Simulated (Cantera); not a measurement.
Input: 1 mol SiHCl3, 11 mol H2, equilibrated at 38.0 mbar.

Cantera equilibrium calculation (NASA polynomials, part measured and part estimated; ideal gas, pure solids and liquids). Candidate condensed phases: Si; 19 gas species. The tables' values for SiCl3, SiCl are old estimates; treat these amounts as uncertain. Gases not in the tables: Si2H6 and higher silanes. Equilibrium is a limit: real reactors are often held back by kinetics, nucleation or transport. All values below are at 1425 °C.

Base state: H2 0.827, HCl 0.114, SiCl2 0.0565, SiCl3 0.00112, H 0.000675, Cl 7.23e-5, SiCl 6.94e-5, SiHCl3 6.15e-5 (mole fractions); condensed: Si(l).

Problem. What changes in the equilibrium state with this change: SiHCl3 replaced by CH3SiH3?

Solution. 
```
species        before     after
-----------  --------  --------
H2              0.827     0.999
H            0.000675  0.000742
Si            1.73e-5   2.60e-6
HCl             0.114         0
SiCl2          0.0565         0
SiCl3         0.00112         0
Cl            7.23e-5         0
SiCl          6.94e-5         0
SiHCl3        6.15e-5         0
SiCl4         4.40e-5         0
Si(l), mol      0.249         0
SiC(s), mol         0     1.000
```
The feed counts by its element totals alone. Further candidate phases: C, C6H6, C7H8, C8H18, SiC.
